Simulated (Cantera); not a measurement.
A freely propagating, adiabatic, planar premixed flame of 3.70 % CH₄, 2.66 % C₂H₆, 19.7 % O₂, 74.0 % N₂, unburnt at 448 K and 130000 Pa; mixture-averaged transport, grid criteria slope 0.08 and curve 0.16, no radiation.

Detailed kinetics in Cantera: GRI-Mech 3.0 (53 species, 325 reactions). Burning velocities carry a grid error of a few per cent, more on coarse grids.

Predict: laminar burning velocity; thermal thickness; peak x(CH₂); peak x(O).


| Quantity | Result |
|---|---|
| laminar burning velocity | 63.3 cm/s |
| thermal thickness | 0.310 mm |
| peak x(CH₂) | 3.26e-5 |
| peak x(O) | 0.00422 |
